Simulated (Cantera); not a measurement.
Charge: 1 mol CH3OH, 0.26 mol CO2, 0.43 mol H2, at 2875 K and 0.133 bar.

Cantera equilibrium calculation (NASA polynomials, part measured and part estimated; ideal gas, pure solids and liquids). Equilibrium is a limit: real reactors are often held back by kinetics, nucleation or transport.

| species | before | after |
|---|---|---|
| H2 | 0.442 | 0.385 |
| CO | 0.302 | 0.289 |
| H | 0.193 | 0.267 |
| H2O | 0.0500 | 0.0420 |
| O | 0.00178 | 0.00411 |
| O2 | 8.02e-5 | 0.000178 |
| OH | 0.00655 | 0.00967 |
| CO2 | 0.00479 | 0.00426 |
Gas species are given as mole fractions.

Problem. Which change was made?
A) CO2 from 0.26 to 0.89 mol
B) temperature from 2875 K to 1173 K
C) temperature from 2875 K to 2998.15 K
D) temperature from 2875 K to 1725 K

Solution. C, temperature from 2875 K to 2998.15 K
